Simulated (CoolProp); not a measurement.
Ethylene at several states: fugacity coefficient from the reference equation and from simpler models built on Tc = 282.4 K, pc = 5.042 MPa, ω = 0.087; each cubic takes its own stable root.

Values from CoolProp's reference Helmholtz-energy equation of state, Smukala 2000.

```csv
T (K),p (MPa),phase,reference,van der Waals,Peng-Robinson
358.5,0.0202,gas,0.9994,0.9993,0.9993
282.9,0.0959,gas,0.9936,0.9944,0.9928
133.5,0.533,liquid,0.01215,0.1776,0.01314
111.2,0.319,liquid,0.001270,0.07251,0.001519
208.5,5.56,liquid,0.1194,0.2445,0.1179
```
